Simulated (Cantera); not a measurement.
# HMDSO + CO₂ + H₂ + N₂O (silicon oxide and oxynitride deposition)

Input: 1 mol HMDSO, 1.3 mol CO₂, 6.5 mol H₂, 4.6 mol N₂O, held at 577 °C.

Method: chemical equilibrium by Gibbs-energy minimisation in Cantera with the NASA 1993 tables (ideal gas, pure condensed phases). Candidate condensed phases: C, C₆H₆, C₇H₈, C₈H₁₈, H₂O, Si, SiC, SiO₂, Si₂N₂O, Si₃N₄; 151 gas species. The feed counts by its element totals alone. Equilibrium is a limit: real reactors are often held back by kinetics, nucleation or transport.

From 5.00 Pa to 1.00 bar the condensed part is C(graphite) + SiO₂(β-quartz).

| P (Pa) | x H₂ | x N₂ | x CO | x CH₄ | x H₂O | x CO₂ | x NH₃ | x C₂H₆ | n C(graphite) | n SiO₂(β-quartz) |
|---|---|---|---|---|---|---|---|---|---|---|
| 5 | 0.638 | 0.189 | 0.173 | 1.27e-5 | 3.89e-5 | 3.21e-5 | 2.06e-8 | <1e-12 | 3.10 | 2.00 |
| 21 | 0.638 | 0.189 | 0.172 | 5.32e-5 | 0.000163 | 0.000135 | 8.64e-8 | <1e-12 | 3.11 | 2.00 |
| 85 | 0.638 | 0.190 | 0.171 | 0.000215 | 0.000655 | 0.000538 | 3.50e-7 | 2.74e-12 | 3.12 | 2.00 |
| 350 | 0.637 | 0.190 | 0.167 | 0.000884 | 0.00263 | 0.00210 | 1.44e-6 | 4.63e-11 | 3.19 | 2.00 |
| 1400 | 0.634 | 0.193 | 0.153 | 0.00350 | 0.00956 | 0.00703 | 5.77e-6 | 7.31e-10 | 3.41 | 2.00 |
| 5900 | 0.619 | 0.201 | 0.118 | 0.0141 | 0.0304 | 0.0177 | 2.39e-5 | 1.21e-8 | 3.88 | 2.00 |
| 24000 | 0.565 | 0.217 | 0.0730 | 0.0477 | 0.0698 | 0.0275 | 8.81e-5 | 1.52e-7 | 4.15 | 2.00 |
| 100000 | 0.446 | 0.241 | 0.0381 | 0.124 | 0.120 | 0.0313 | 0.000271 | 1.30e-6 | 3.62 | 2.00 |
x: gas mole fraction; n: condensed amount in mol.
